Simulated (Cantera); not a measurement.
Feed: 1 mol SiH4, 1.7 mol NH3, 62 mol N2, equilibrated at 700 °C and 750 Torr.

Equilibrium computed with Cantera from the NASA thermochemical tables; the gas is ideal and each condensed phase is pure. Candidate condensed phases: Si, Si3N4; 18 gas species. Rates play no part.

Problem. What is the equilibrium state?

Solution. 
```
Item                                  Value
--------------------------------  ---------
x(N2)                                 0.932
x(H2)                                0.0682
x(NH3)                              1.20e-5
n(Si3N4(s))                       0.333 mol
gas amount                        66.73 mol
log10 activity of Si(s) (absent)      -7.53
```
